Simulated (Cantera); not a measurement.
Charge: 1 mol H2O, 1.4 mol H2, at 3098.15 K and 1330 Pa.

Method: chemical equilibrium by Gibbs-energy minimisation in Cantera with the NASA 1993 tables (ideal gas, pure condensed phases). Candidate condensed phases: H2O; 9 gas species. Equilibrium is a limit: real reactors are often held back by kinetics, nucleation or transport.

**Question.** What is the equilibrium state?

**Answer.** 
- x(H): 0.665
- x(H2): 0.132
- x(O): 0.129
- x(OH): 0.0421
- x(H2O): 0.0234
- x(O2): 0.00896
- gas amount: 4.717 mol
